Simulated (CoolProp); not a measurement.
Methanol along the isotherm 516.9 K: fugacity coefficient from the reference equation and from simpler models built on Tc = 513.4 K, pc = 8216 kPa, ω = 0.565; each cubic takes its own stable root.

Values from CoolProp's reference Helmholtz-energy equation of state, de Reuck 1993.

```tsv
p (kPa)	phase	reference	Soave-Redlich-Kwong	Peng-Robinson
65	gas	0.9976	0.9974	0.9971
105	gas	0.9962	0.9958	0.9953
170	gas	0.9938	0.9931	0.9924
274	gas	0.9900	0.9890	0.9877
443	gas	0.9837	0.9822	0.9801
715	gas	0.9737	0.9713	0.9681
1160	gas	0.9570	0.9536	0.9485
1870	gas	0.9299	0.9255	0.9176
3010	gas	0.8855	0.8810	0.8690
4870	gas	0.8109	0.8093	0.7919
7870	gas	0.6842	0.6920	0.6691
12700	supercritical	0.4734	0.5004	0.4778
20500	supercritical	0.3288	0.3671	0.3447
```
